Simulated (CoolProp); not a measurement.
The numbers come from the reference Helmholtz-energy equation of state, Lemmon 2003 in CoolProp. It is a pseudo-pure fit of the blend.

**Question.** For R404A, give the phase and the cp (kJ/(kg K)), speed of sound (m/s), Joule-Thomson coefficient (K/MPa), conductivity (mW/(m K)) at 218.95 °C and 0.00591 MPa; 218.95 °C and 0.715 MPa.

**Answer.** 
- 218.95 °C and 0.00591 MPa: gas; cp 1.16, speed of sound 213, Joule-Thomson coefficient 3.91, conductivity 27.6
- 218.95 °C and 0.715 MPa: gas; cp 1.18, speed of sound 210, Joule-Thomson coefficient 3.92, conductivity 28.2

Thermal conductivity comes from a separate model (Geller 2001).
